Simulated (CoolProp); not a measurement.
The fluid at 298.15 K and 0.955 MPa flows at 0.52 m/s in a round tube of 4.6 mm bore and 0.25 µm roughness, fully developed (64/Re and Nu = 3.66 if laminar; Colebrook and Gnielinski if turbulent). The same conditions are run with several fluids, on thermodynamics alone (safety and materials aside).

Values from CoolProp's reference Helmholtz-energy equation of state of each fluid (R507A: Lemmon 2003; oxygen: Schmidt 1985; CF4 (R14): Platzer 1990; CH2F2 (R32): Tillner-Roth 1997). The equations of Platzer and Polt are older, rougher fits. Blends and air are pseudo-pure fits.

Problem. Rank R507A, oxygen, CF4 (R14), CH2F2 (R32) by Reynolds number, highest first.

Solution. R507A (8780), CF4 (R14) (4750), CH2F2 (R32) (4080), oxygen (1430)

| fluid | Darcy friction factor | pressure drop (Pa/m) | heat-transfer coefficient (W/(m² K)) | mass flow (kg/h) |
|---|---|---|---|---|
| R507A | 0.0321 | 43.6 | 95.2 | 1.44 |
| oxygen | 0.0447 | 16.3 | 21.3 | 0.386 |
| CF4 (R14) | 0.0380 | 39.3 | 56.9 | 1.09 |
| CH2F2 (R32) | 0.0397 | 26.8 | 49.5 | 0.714 |

Transport values come from each fluid's own correlations; those of CF4 (R14), CH2F2 (R32) are estimates that may be off by 10 % or more.
